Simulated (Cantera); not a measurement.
Standard-state values (1 bar) from the NASA 1993 polynomials, evaluated with Cantera. Values are per mole of reaction as written; species without (g) are pure solids or liquids, kept so even where they would boil at 1 bar.

2 TiCl₄(g) + C₂H₆(g) ⇌ 2 TiCl₃ + C₂H₄(g) + 2 HCl(g)

| T (K) | ΔH° (kJ) | ΔS° (J/K) | ΔG° (kJ) | log10 K |
|---|---|---|---|---|
| 548 | ___ | ___ | ___ | ___ |
| 648 | 48.8 | -34.1 | 70.9 | -5.71 |
| 748 | ___ | ___ | ___ | ___ |
| 848 | 55.6 | -24.8 | 76.7 | -4.72 |
| 948 | 59.0 | -21.1 | 79.0 | -4.35 |

Question: Fill in the missing entries.

Answer: 
- 548, ΔH° (kJ): 45.2
- 548, ΔS° (J/K): -40.1
- 548, ΔG° (kJ): 67.2
- 548, log10 K: -6.40
- 748, ΔH° (kJ): 52.2
- 748, ΔS° (J/K): -29.1
- 748, ΔG° (kJ): 74.0
- 748, log10 K: -5.17
